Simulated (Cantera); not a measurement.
Cantera run:

```python
import numpy as np
import cantera as ct

gas_names = """
    H HNO HNO2 HNO3 HO2 H2 H2O H2O2 N NH NH2 NH3 NH2OH NO NO2 NO3 N2 N2H2 N2H4 N2O O OH O2 O3 Si SiH
    SiH2 SiH3 SiH4 SiN SiO SiO2 Si2 Si2N Si3
""".split()
cond_names = """
    H2O(s) H2O(L) Si(cr) Si(L) SiO2(Lqz) SiO2(hqz) SiO2(L) Si2N2O(s) Si3N4(a)
""".split()


# ... load() reads the species with a 1 bar reference pressure and builds the phases ...
atoms = {
    'Si2H6': {'Si': 2, 'H': 6},
    'H2O': {'H': 2, 'O': 1},
    'N2': {'N': 2},
}
top_T = {'Si2N2O(s)': 2100, 'Si3N4(a)': 2400}  # K; cautious upper limits of use, not melting points


# ... equilibrate(T, P, feed) seeds the gas with the atoms and calls Mixture.equilibrate('TP', solver="vcs", rtol=1e-11, max_steps=5000) ...
results = []
feed = {'Si2H6': 1, 'H2O': 0.48, 'N2': 2.2}  # mol
T = 873  # K
P = 31  # Pa
mix = equilibrate(T, P, feed)
results.append((T, P, feed, dict(zip(mix.species_names, mix.species_moles))))
x = sorted(zip(gas.X, gas.species_names), reverse=True)
print(f"T = {T:g} K  P = {P:g} Pa  gas = {mix.phase_moles(0):.4g} mol")
print("   x: " + "  ".join(f"{s} {v:.3e}" for v, s in x if v > 0.0001))
print("   condensed (mol): " + ("  ".join(f"{mix.phase(i).name} {mix.phase_moles(i):.4g}"
      for i in range(1, mix.n_phases) if mix.phase_moles(i) > 1e-12) or "none"))
```

It prints:

```
T = 873 K  P = 31 Pa  gas = 4.507 mol
   x: H2 7.722e-01  N2 2.278e-01
   condensed (mol): Si2N2O(s) 0.48  Si3N4(a) 0.3467
```

Equilibrium computed with Cantera from the NASA thermochemical tables; the gas is ideal and each condensed phase is pure. The feed counts by its element totals alone. N2 is the only nitrogen source here; it is nearly inert below about 1500 K, so the nitride shown seldom forms there in practice.
